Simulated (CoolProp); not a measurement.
A simple Rankine cycle with R114: condensing at 306.15 K, boiler at 0.912 MPa, turbine inlet 367.2 K, turbine efficiency 0.9, pump efficiency 0.7, no recuperator. Each further row changes one setting.

Model: reference Helmholtz-energy equation of state, Platzer 1990, in CoolProp. This equation is an older, rougher fit; its heat capacities, sound speeds and derivatives of the liquid may be far off and weren't checked against measurements.

```json
[
 {"case": "as stated", "thermal efficiency (%)": "9.7", "net work (kJ/kg)": "15.8", "heat in (kJ/kg)": "163", "turbine exit temperature (K)": "336.2", "volume ratio over the turbine": "3.43"},
 {"case": "turbine inlet 387.2 K", "thermal efficiency (%)": "9.5", "net work (kJ/kg)": "(withheld)", "heat in (kJ/kg)": "180", "turbine exit temperature (K)": "(withheld)", "volume ratio over the turbine": "(withheld)"},
 {"case": "condensing temperature 298.15 K", "thermal efficiency (%)": "11.2", "net work (kJ/kg)": "19.1", "heat in (kJ/kg)": "(withheld)", "turbine exit temperature (K)": "330.7", "volume ratio over the turbine": "4.38"},
 {"case": "boiler pressure 0.638 MPa", "thermal efficiency (%)": "7.0", "net work (kJ/kg)": "11.7", "heat in (kJ/kg)": "167", "turbine exit temperature (K)": "346.6", "volume ratio over the turbine": "2.33"},
 {"case": "turbine efficiency 0.8", "thermal efficiency (%)": "(withheld)", "net work (kJ/kg)": "13.9", "heat in (kJ/kg)": "163", "turbine exit temperature (K)": "(withheld)", "volume ratio over the turbine": "3.46"}
]
```

Question: What belongs in the gaps?

Answer: 
- turbine inlet 387.2 K, net work (kJ/kg): 17.1
- turbine inlet 387.2 K, turbine exit temperature (K): 356.6
- turbine inlet 387.2 K, volume ratio over the turbine: 3.36
- condensing temperature 298.15 K, heat in (kJ/kg): 171
- turbine efficiency 0.8, thermal efficiency (%): 8.6
- turbine efficiency 0.8, turbine exit temperature (K): 338.7
